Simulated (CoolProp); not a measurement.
R365MFC along the isobar 1670 kPa: density (kg/m³) from the reference equation and from simpler models built on Tc = 460.0 K, pc = 3266 kPa, ω = 0.377; each cubic takes its own stable root.

The numbers come from the reference Helmholtz-energy equation of state, Lemmon 2016 in CoolProp.

```csv
T (K),phase,reference,Redlich-Kwong,Soave-Redlich-Kwong
363.2,liquid,1110,948.6,1014
379.4,liquid,1065,897.1,963.1
395.6,liquid,1013,837.1,903.2
411.8,liquid,952.5,105.3,829.4
428,gas,99.89,94.58,97.14
444.2,gas,89.06,86.80,87.66
460.3,gas,81.83,80.75,80.74
476.5,gas,76.30,75.77,75.25
```

At some of these states Redlich-Kwong gives the other phase, because its saturation line lies elsewhere.
